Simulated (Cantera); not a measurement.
## Catalytic stagnation flow on Pt

A jet of H₂ : O₂ : N₂ = 0.019 : 0.087 : 0.79 (molar parts) at 300 K and 0.0533 atm hits a platinum plate 2.4 cm away at a mass flux of 0.16 kg/m²/s; the plate temperature is set and raised in steps from an oxygen-covered start.

Cantera simulation using Deutschmann's 1995 Pt surface mechanism with GRI-Mech 3.0 gas chemistry; the numbers are that mechanism's predictions, not measurements. Catalytic surfaces can have several steady states; this one follows from the mechanism file's or the stated starting coverage.

| plate T (K) | wall x H₂ | wall x O₂ | wall x H₂O | wall x OH | θ free Pt | θ O* | θ OH* |
|---|---|---|---|---|---|---|---|
| 700 | 0.00427 | 0.0789 | 0.0327 | <1e-8 | 0.101 | 0.896 | 0.00254 |
| 750 | 0.00397 | 0.0786 | 0.0330 | <1e-8 | 0.115 | 0.883 | 0.00196 |
| 800 | 0.00336 | 0.0781 | 0.0340 | <1e-8 | 0.146 | 0.852 | 0.00165 |
| 850 | 0.00270 | 0.0774 | 0.0351 | 1.41e-8 | 0.195 | 0.804 | 0.00146 |
| 900 | 0.00219 | 0.0769 | 0.0359 | 4.47e-8 | 0.255 | 0.744 | 0.00129 |
x: mole fraction at the wall; θ: surface coverage.
